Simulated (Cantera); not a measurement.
A perfectly stirred reactor is fed with C₃H₈ : O₂ : N₂ = 1 : 5.43 : 54.3 (molar parts), at 3.95 atm; it is adiabatic with a 625 K inlet, and is followed from long to short residence time, starting on the burning branch (τ in s: 0.037, 0.016, 0.0072, 0.0032, 0.0014, 0.00062, 0.00027, 0.00012, 5.3e-05, 2.4e-05, 1e-05).

Computed with Cantera and GRI-Mech 3.0 (53 species, 325 reactions). GRI-Mech 3.0 was tuned for natural gas; its chemistry of propane as a main component is partial and can be far from experiment.

What does this change do: inlet temperature 625 to 450 K?


| quantity | before | after |
|---|---|---|
| blow-out, bracketed by the residence times tried | burning at 1.40 ms, out at 0.620 ms | burning at 7.20 ms, out at 3.20 ms |
| x(C₃H₈) at τ = 37.0 ms | 2.53e-6 | 6.01e-6 |
| x(O₂) at τ = 37.0 ms | 0.00745 | 0.00767 |
| x(C₂H₆) at τ = 37.0 ms | 3.83e-9 | 2.57e-8 |
| x(CH₄) at τ = 37.0 ms | 1.38e-6 | 4.11e-6 |
| x(OH) at τ = 37.0 ms | 0.000297 | 0.000148 |
| x(C₃H₈) at τ = 0.620 ms | 0.0165 | 0.0165 |
| x(O₂) at τ = 0.620 ms | 0.0894 | 0.0894 |
| x(C₂H₆) at τ = 0.620 ms | <1e-12 | <1e-12 |
| x(CH₄) at τ = 0.620 ms | <1e-12 | <1e-12 |
| x(OH) at τ = 0.620 ms | <1e-12 | <1e-12 |

What does this change do: pressure from 3.95 atm to 0.503 atm?


| quantity | before | after |
|---|---|---|
| blow-out, bracketed by the residence times tried | burning at 1.40 ms, out at 0.620 ms | burning at 1.40 ms, out at 0.620 ms |
| x(C₃H₈) at τ = 37.0 ms | 2.53e-6 | 3.06e-6 |
| x(O₂) at τ = 37.0 ms | 0.00745 | 0.00935 |
| x(C₂H₆) at τ = 37.0 ms | 3.83e-9 | 2.68e-9 |
| x(CH₄) at τ = 37.0 ms | 1.38e-6 | 1.17e-6 |
| x(OH) at τ = 37.0 ms | 0.000297 | 0.000997 |
| x(C₃H₈) at τ = 0.620 ms | 0.0165 | 0.0165 |
| x(O₂) at τ = 0.620 ms | 0.0894 | 0.0894 |
| x(C₂H₆) at τ = 0.620 ms | <1e-12 | <1e-12 |
| x(CH₄) at τ = 0.620 ms | <1e-12 | <1e-12 |
| x(OH) at τ = 0.620 ms | <1e-12 | <1e-12 |
